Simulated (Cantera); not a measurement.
Mixture: H2 : O2 : N2 = 1 : 0.278 : 1.04 (molar parts), equivalence ratio 1.8, at 3750 Torr, adiabatic and at constant volume. Ignition delay is the time to a rise of 400 K.

Cantera simulation using GRI-Mech 3.0 (53 species, 325 reactions); the numbers are that mechanism's predictions, not measurements. The hydrogen kinetics of GRI-Mech 3.0 are dated; newer H2 mechanisms differ, most at raised pressure. Where the delays flatten at high temperature, the 400 K rule measures the pace of heat release, not the induction time.

**Question.** Predict: delay at 1350 K; delay at 1425 K; delay at 1500 K; delay at 1575 K; delay at 1650 K.

**Answer.** 
```json
{
 "delay at 1350 K": "5.23 µs",
 "delay at 1425 K": "3.71 µs",
 "delay at 1500 K": "2.81 µs",
 "delay at 1575 K": "2.23 µs",
 "delay at 1650 K": "1.83 µs"
}
```
